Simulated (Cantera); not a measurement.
Charge: 1 mol Ta, 0.47 mol CH₄, 280 mol H₂, held at 1600 °C and 0.220 bar.

Equilibrium computed with Cantera from the NASA thermochemical tables; the gas is ideal and each condensed phase is pure. Candidate condensed phases: C, C₆H₆, C₇H₈, C₈H₁₈, Ta, TaC; 77 gas species. Mutual solubility and eutectic melting of coexisting phases are not modelled. TaC: taken at fixed stoichiometry. Condensed phases not in the tables: Ta₂C, N, O or C dissolved in the metal. The numbers say what is thermodynamically allowed, not how fast it happens.

Base state: H₂ 0.999, H 0.00138 (mole fractions); condensed: Ta(s) + TaC(s).

Q: What changes in the equilibrium state with this change: pressure from 0.220 bar to 1.33 mbar?

A: 
```tsv
species	before	after
H₂	0.999	0.982
H	0.00138	0.0175
Ta(s), mol	0.530	0.530
TaC(s), mol	0.470	0.470
```
